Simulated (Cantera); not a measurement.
A perfectly stirred reactor is fed with CO : O2 : H2O : N2 = 0.0093 : 0.0086 : 0.008 : 1 (molar parts), equivalence ratio 0.54, at 0.133 bar; it is held at 1173 K, and followed from long to short residence time.

Detailed kinetics in Cantera: GRI-Mech 3.0 (53 species, 325 reactions).

x: mole fraction; the columns are a selection and need not sum to one.

```csv
τ (s),x CO,x O2,x H2O,x NO,x H2O2,x OH
2.2,0.000292,0.00401,0.00772,1.99e-7,2.29e-8,5.13e-5
0.58,[?],0.00423,0.00758,[?],2.82e-8,[?]
0.16,0.00150,0.00467,0.00733,4.45e-7,2.89e-8,0.000105
0.042,0.00323,0.00556,0.00704,3.77e-7,2.68e-8,0.000129
0.011,0.00624,0.00697,0.00718,8.96e-8,2.28e-8,0.000114
0.0030,0.00882,0.00822,0.00774,3.89e-10,4.92e-9,2.50e-5
0.00081,0.00907,0.00838,0.00780,<1e-12,<1e-12,3.15e-11
```

Complete the blanks.


- 0.58, x CO: 0.000683
- 0.58, x NO: 3.19e-7
- 0.58, x OH: 7.61e-5
